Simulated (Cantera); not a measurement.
A closed system holds: 1 mol MgO, 0.024 mol H₂, equilibrated at 2.10 mbar.

Method: chemical equilibrium by Gibbs-energy minimisation in Cantera with the NASA 1993 tables (ideal gas, pure condensed phases). Candidate condensed phases: H₂O, Mg, MgO, Mg(OH)₂; 15 gas species. The tables' values for MgH are old estimates; treat these amounts as uncertain. Kinetics and transport are ignored.

x: gas mole fraction; n: condensed amount in mol.

```json
[
 {"T (K)": "2050", "x H₂": "0.748", "x Mg": "0.105", "x H₂O": "0.104", "x O": "2.69e-5", "x O₂": "1.60e-6", "x H": "0.0428", "x OH": "0.000650", "x MgO": "2.57e-5", "n MgO(s)": "0.997"},
 {"T (K)": "2150", "x H₂": "___", "x Mg": "___", "x H₂O": "___", "x O": "___", "x O₂": "___", "x H": "___", "x OH": "___", "x MgO": "___", "n MgO(s)": "0.995"},
 {"T (K)": "2250", "x H₂": "0.377", "x Mg": "0.260", "x H₂O": "0.248", "x O": "0.00179", "x O₂": "0.000493", "x H": "0.0995", "x OH": "0.00983", "x MgO": "0.000770", "n MgO(s)": "0.991"},
 {"T (K)": "2350", "x H₂": "0.195", "x Mg": "0.342", "x H₂O": "0.284", "x O": "0.0126", "x O₂": "0.00761", "x H": "0.120", "x OH": "0.0302", "x MgO": "0.00338", "n MgO(s)": "0.985"},
 {"T (K)": "2450", "x H₂": "___", "x Mg": "___", "x H₂O": "___", "x O": "___", "x O₂": "___", "x H": "___", "x OH": "___", "x MgO": "___", "n MgO(s)": "0.961"},
 {"T (K)": "2550", "x H₂": "0.000515", "x Mg": "0.578", "x H₂O": "0.00138", "x O": "0.178", "x O₂": "0.195", "x H": "0.0155", "x OH": "0.00909", "x MgO": "0.0218", "n MgO(s)": "0"},
 {"T (K)": "2650", "x H₂": "0.000337", "x Mg": "0.558", "x H₂O": "0.000509", "x O": "0.247", "x O₂": "0.152", "x H": "0.0188", "x OH": "0.00691", "x MgO": "0.0163", "n MgO(s)": "0"}
]
```

Question: Fill in the missing entries.

Answer: 
- 2450, x H₂: 0.0532
- 2450, x Mg: 0.457
- 2450, x H₂O: 0.154
- 2450, x O: 0.0723
- 2450, x O₂: 0.0865
- 2450, x H: 0.101
- 2450, x OH: 0.0573
- 2450, x MgO: 0.0131
- 2150, x H₂: 0.577
- 2150, x Mg: 0.176
- 2150, x H₂O: 0.173
- 2150, x O: 0.000232
- 2150, x O₂: 2.95e-5
- 2150, x H: 0.0699
- 2150, x OH: 0.00271
- 2150, x MgO: 0.000152
